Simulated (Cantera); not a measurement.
An adiabatic, constant-pressure homogeneous reactor starts with H2 : O2 : N2 = 1 : 1.52 : 5.7 (molar parts), equivalence ratio 0.33, at 1700 K and 1.90 bar. Integrator tolerance rtol = 1e-08.

Detailed kinetics in Cantera: the H2/O2 subset of GRI-Mech 3.0, which has no nitrogen chemistry.

### Question
What does this change do: initial temperature 1700 to 1525 K?

### Answer
```json
[
 {"quantity": "time of steepest temperature rise", "before": "4.94 µs", "after": "7.79 µs"},
 {"quantity": "temperature at 4.00 s", "before": "2465 K", "after": "2331 K"},
 {"quantity": "equilibrium temperature", "before": "2465 K", "after": "2331 K"},
 {"quantity": "x(H2) at 4.00 s", "before": "0.00125 (gas-phase equilibrium 0.00125)", "after": "0.000628 (gas-phase equilibrium 0.000628)"},
 {"quantity": "x(O2) at 4.00 s", "before": "0.128 (gas-phase equilibrium 0.128)", "after": "0.130 (gas-phase equilibrium 0.130)"},
 {"quantity": "x(HO2) at 4.00 s", "before": "1.16e-5 (gas-phase equilibrium 1.16e-5)", "after": "8.17e-6 (gas-phase equilibrium 8.17e-6)"},
 {"quantity": "x(H2O) at 4.00 s", "before": "0.122 (gas-phase equilibrium 0.122)", "after": "0.125 (gas-phase equilibrium 0.125)"},
 {"quantity": "x(O) at 4.00 s", "before": "0.00317 (gas-phase equilibrium 0.00317)", "after": "0.00156 (gas-phase equilibrium 0.00156)"},
 {"quantity": "x(H2O2) at 4.00 s", "before": "3.93e-7 (gas-phase equilibrium 3.93e-7)", "after": "2.97e-7 (gas-phase equilibrium 2.97e-7)"},
 {"quantity": "x(OH) at 4.00 s", "before": "0.0108 (gas-phase equilibrium 0.0108)", "after": "0.00695 (gas-phase equilibrium 0.00695)"}
]
```

### Question
What does this change do: H2 1 to 0.67 parts?

### Answer
```json
[
 {"quantity": "time of steepest temperature rise", "before": "4.94 µs", "after": "5.75 µs"},
 {"quantity": "temperature at 4.00 s", "before": "2465 K", "after": "2261 K"},
 {"quantity": "equilibrium temperature", "before": "2465 K", "after": "2261 K"},
 {"quantity": "x(H2) at 4.00 s", "before": "0.00125 (gas-phase equilibrium 0.00125)", "after": "0.000263 (gas-phase equilibrium 0.000263)"},
 {"quantity": "x(O2) at 4.00 s", "before": "0.128 (gas-phase equilibrium 0.128)", "after": "0.155 (gas-phase equilibrium 0.155)"},
 {"quantity": "x(HO2) at 4.00 s", "before": "1.16e-5 (gas-phase equilibrium 1.16e-5)", "after": "6.24e-6 (gas-phase equilibrium 6.24e-6)"},
 {"quantity": "x(H2O) at 4.00 s", "before": "0.122 (gas-phase equilibrium 0.122)", "after": "0.0859 (gas-phase equilibrium 0.0859)"},
 {"quantity": "x(O) at 4.00 s", "before": "0.00317 (gas-phase equilibrium 0.00317)", "after": "0.00113 (gas-phase equilibrium 0.00113)"},
 {"quantity": "x(H2O2) at 4.00 s", "before": "3.93e-7 (gas-phase equilibrium 3.93e-7)", "after": "1.86e-7 (gas-phase equilibrium 1.86e-7)"},
 {"quantity": "x(OH) at 4.00 s", "before": "0.0108 (gas-phase equilibrium 0.0108)", "after": "0.00464 (gas-phase equilibrium 0.00464)"}
]
```
